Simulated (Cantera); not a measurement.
Cantera run:

```python
import numpy as np
import cantera as ct

gas_names = """
    H HO2 H2 H2O H2O2 O OH O2 O3 Si SiH SiH2 SiH3 SiH4 SiO SiO2 Si2 Si3
""".split()
cond_names = """
    H2O(s) H2O(L) Si(cr) Si(L) SiO2(Lqz) SiO2(hqz) SiO2(L)
""".split()


# ... load() reads the species with a 1 bar reference pressure and builds the phases ...
atoms = {
    'Si': {'Si': 1},
    'O2': {'O': 2},
    'H2': {'H': 2},
}
top_T = {}  # K; cautious upper limits of use, not melting points


# ... equilibrate(T, P, feed) seeds the gas with the atoms and calls Mixture.equilibrate('TP', solver="vcs", rtol=1e-11, max_steps=5000) ...
results = []
feed = {'Si': 1, 'O2': 2.3, 'H2': 700}  # mol
T = 1025  # K
P = 2600  # Pa
mix = equilibrate(T, P, feed)
results.append((T, P, feed, dict(zip(mix.species_names, mix.species_moles))))
print(gas.report(threshold=0.001))
for i in range(1, mix.n_phases):
    print(f"{mix.phase(i).name:16s} {mix.phase_moles(i):12.5e} mol")
```

It prints:

```
       temperature   1025 K
          pressure   2600 Pa
           density   0.00063317 kg/m^3
  mean mol. weight   2.0754 kg/kmol
   phase of matter   gas

                          1 kg             1 kmol
                     ---------------   ---------------
          enthalpy        9.9087e+06        2.0565e+07  J
   internal energy        5.8024e+06        1.2042e+07  J
           entropy             95295        1.9778e+05  J/K
    Gibbs function       -8.7769e+07       -1.8216e+08  J
 heat capacity c_p             14611             30325  J/K
 heat capacity c_v             10605             22010  J/K

                      mass frac. Y      mole frac. X     chem. pot. / RT
                     ---------------   ---------------   ---------------
                H2           0.96776           0.99629           -21.221
               H2O          0.032241         0.0037143           -62.563
     [  +16 minor]        1.3101e-08        2.6968e-08

Si(cr)            0.00000e+00 mol
SiO2(hqz)         1.00000e+00 mol
```

Equilibrium computed with Cantera from the NASA thermochemical tables; the gas is ideal and each condensed phase is pure.
